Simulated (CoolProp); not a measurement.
Values from CoolProp's reference Helmholtz-energy equation of state, Akasaka 2022.

Problem. Give the vapour pressure (MPa), liquid density (kg/m³), vapour density (kg/m³), enthalpy of vaporisation (kJ/kg) of saturated R1233zd(E) at 7.05, 53.05 °C.

Solution. 
```
T (°C)  p (MPa)  liquid density (kg/m³)  vapour density (kg/m³)  enthalpy of vaporisation (kJ/kg)
------  -------  ----------------------  ----------------------  --------------------------------
7.05     0.0655                    1310                    3.78                               200
53.05     0.321                    1190                    17.1                               176
```
